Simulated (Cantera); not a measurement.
What does this Cantera script print?

```python
import numpy as np
import cantera as ct

gas_names = """
    C CN CO CO2 C2 CCN CNC C2N2 C2O C3 C3O2 C4 C4N2 C5 Cu CuO Cu2 N NCO NO NO2 NO3 N2 N2O O O2 O3
""".split()
cond_names = """
    C(gr) Cu(cr) Cu(L) CuO(s) Cu2O(s) Cu2O(L)
""".split()


# ... load() reads the species with a 1 bar reference pressure and builds the phases ...
atoms = {
    'Cu2O': {'Cu': 2, 'O': 1},
    'CO': {'C': 1, 'O': 1},
    'N2': {'N': 2},
}
top_T = {'C(gr)': 4500, 'CuO(s)': 1390}  # K; cautious upper limits of use, not melting points


# ... equilibrate(T, P, feed) seeds the gas with the atoms and calls Mixture.equilibrate('TP', solver="vcs", rtol=1e-11, max_steps=5000) ...
results = []
feed = {'Cu2O': 1, 'CO': 6.9, 'N2': 3.2}  # mol
P = 4000  # Pa
for T in [1073, 1098, 1123, 1148, 1173, 1198, 1223, 1248, 1273, 1298, 1323, 1348, 1373]:
    mix = equilibrate(T, P, feed)
    results.append((T, P, feed, dict(zip(mix.species_names, mix.species_moles))))

top = {s: max(r[3][s] / sum(r[3][g] for g in gas_names) for r in results) for s in gas_names}
cols = sorted((s for s in top if top[s] > 1e-06), key=lambda s: -top[s])[:6]
seen = [c for c in cond_names if any(r[3].get(c, 0) > 1e-12 for r in results)]
print("log10 of partial pressures in bar; condensed amounts in mol")
print(f"{'T/K':>10s}" + "".join(f"{s[:9]:>10s}" for s in cols + seen))
for T, P, feed, n in results:
    ng = sum(n[g] for g in gas_names)
    print(f"{T:10.4g}" + "".join(f"{np.log10(max(n[s] / ng * P / 1e5, 1e-99)):10.3f}" for s in cols)
          + "".join(f"{n.get(c, 0):10.4g}" for c in seen))
```

It prints:

```
log10 of partial pressures in bar; condensed amounts in mol
       T/K        CO        N2       CO2        Cu    Cu(cr)     Cu(L)
      1073    -1.631    -1.897    -2.402    -9.623         2         0
      1098    -1.631    -1.897    -2.402    -9.254         2         0
      1123    -1.631    -1.897    -2.402    -8.902         2         0
      1148    -1.631    -1.897    -2.402    -8.565         2         0
      1173    -1.631    -1.897    -2.402    -8.243         2         0
      1198    -1.631    -1.897    -2.402    -7.935         2         0
      1223    -1.631    -1.897    -2.402    -7.639         2         0
      1248    -1.631    -1.897    -2.402    -7.356         2         0
      1273    -1.631    -1.897    -2.402    -7.084         2         0
      1298    -1.631    -1.897    -2.402    -6.822         2         0
      1323    -1.631    -1.897    -2.402    -6.571         2         0
      1348    -1.631    -1.897    -2.402    -6.329         2         0
      1373    -1.631    -1.897    -2.402    -6.102         0         2
```

These are equilibrium values from Cantera (NASA tables, ideal gas, pure condensed phases), not measurements of a reactor.
